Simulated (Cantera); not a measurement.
Source: NASA polynomial tables (part measured, part estimated), evaluated in Cantera. Values are per mole of reaction as written; species without (g) are pure solids or liquids, kept so even where they would boil at 1 bar.

7 O(g) + Cr₂N = 2 CrO₃(g) + NO(g)

| T (K) | ΔH° (kJ) | ΔS° (J/K) | ΔG° (kJ) | log10 K |
|---|---|---|---|---|
| 300 | [?] | [?] | [?] | [?] |
| 1248 | -2162.2 | -528.0 | -1503.2 | 62.91 |
| 1298 | -2164.6 | -529.9 | -1476.8 | 59.43 |
| 1348 | [?] | [?] | [?] | [?] |
| 1398 | -2169.6 | -533.6 | -1423.6 | 53.19 |
| 1448 | -2172.1 | -535.4 | -1396.8 | 50.39 |
| 1498 | -2174.7 | -537.2 | -1370.0 | 47.77 |
| 1548 | -2177.4 | -538.9 | -1343.1 | 45.32 |
| 1598 | -2180.0 | -540.6 | -1316.1 | 43.02 |
| 1648 | -2182.8 | -542.3 | -1289.1 | 40.86 |
| 1698 | -2185.6 | -544.0 | -1261.9 | 38.82 |
| 1748 | -2188.4 | -545.6 | -1234.7 | 36.89 |

**Question.** What belongs in the gaps?

**Answer.** 
- 300, ΔH° (kJ): -2113.3
- 300, ΔS° (J/K): -449.7
- 300, ΔG° (kJ): -1978.4
- 300, log10 K: 344.47
- 1348, ΔH° (kJ): -2167.1
- 1348, ΔS° (J/K): -531.8
- 1348, ΔG° (kJ): -1450.2
- 1348, log10 K: 56.19
